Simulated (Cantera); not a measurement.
A closed system holds: 1 mol Si₃H₈, 0.099 mol HCl, 13 mol N₂, 0.0062 mol Cl₂, held at 1.30 mbar.

Method: chemical equilibrium by Gibbs-energy minimisation in Cantera with the NASA 1993 tables (ideal gas, pure condensed phases). Candidate condensed phases: NH₄Cl, Si, Si₃N₄; 28 gas species. The feed counts by its element totals alone. N₂ is the only nitrogen source here; it is nearly inert below about 1500 K, so the nitride shown seldom forms there in practice. Equilibrium is a limit: real reactors are often held back by kinetics, nucleation or transport.

Problem. Which condensed phases are stable at each of these points (T (K)): 898, 998, 1098, 1198, 1298, 1398, 1498, 1598, 1698?

Solution. 
| T (K) | condensed phases | Si condensed (%) |
|---|---|---|
| 898 | Si₃N₄(s) | 100.0 |
| 998 | Si₃N₄(s) | 100.0 |
| 1098 | Si₃N₄(s) | 100.0 |
| 1198 | Si₃N₄(s) | 100.0 |
| 1298 | Si₃N₄(s) | 100.0 |
| 1398 | Si₃N₄(s) | 100.0 |
| 1498 | Si₃N₄(s) | 100.0 |
| 1598 | Si₃N₄(s) | 99.8 |
| 1698 | Si(l) | 99.4 |

From 898 K to 1598 K the condensed part is Si₃N₄(s). At 1698 K the condensed part is Si(l).
